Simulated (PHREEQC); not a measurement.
A solution holds 0.00015 mol LiOH per kg of water, at 20 °C. Closed to the air; pH follows from the charge balance.

All values are PHREEQC results (ion-association model, phreeqc.dat), not measurements.

The pH is 10.34, the ionic strength is 0.000150 mol/kgw and the total alkalinity is 0.150 meq/kg.

```csv
species,molality,activity,log γ
OH-,0.000150,0.000148,-0.006
Li+,0.000150,0.000148,-0.006
```

Precipitation was switched off in this run.
